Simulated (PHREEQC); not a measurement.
Synthetic water in mg/L, 25 °C, pH 2.28, pe 8.5:

| constituent | mg/L |
|---|---|
| Na | 106 |
| K | 53 |
| Ca | 26.4 |
| Mg | 5.81 |
| Cl | 78 |
| S(6) as SO4 | 788 |
| Zn | 2.13 |
| Br | 4.78 |
| Fe(3) | 8 |
| P as PO4 | 0.22 |
| Si as SiO2 | 2.68 |
| B | 0.165 |

Valence states are taken as typed.

All values are PHREEQC results (ion-association model, wateq4f.dat), not measurements.

No solid was allowed to form.

Task: Predict the ionic strength.

Result: ionic strength 0.0210 mol/kgw.

Task: In which forms is Ca present?

Result: Ca+2 72 %, CaSO4 27 %, CaHSO4+ 1.0 % of the Ca.

The solution is supersaturated, for example in Hematite (slow to form), Goethite (slow to form), so a real one may precipitate; this is no full list. Species that the database lacks are ignored. H3PO4, which wateq4f.dat lacks, is added to it with the constant of phreeqc.dat. The database has no phosphate complexes of Zn.
